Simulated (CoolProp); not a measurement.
Vapour-liquid equilibrium of propane (1) + R113 (2) at 257.4 K; x and y are mole fractions of (1).

Computed with CoolProp (multi-fluid Helmholtz-energy mixture model, Lemmon 2009 and Marx 1992; pair parameters Bell 2016).

Question: Give the bubble pressure and the first vapour's composition at x = 0.15, 0.85, 0.95. Is there an azeotrope?

Answer: x = 0.15: 0.6023 bar, y = 0.903; x = 0.85: 2.434 bar, y = 0.993; x = 0.95: 2.698 bar, y = 0.998. No azeotrope shows between x = 0.05 and 0.95.

The pair parameters rest on a limited set of measurements; away from them the model extrapolates.
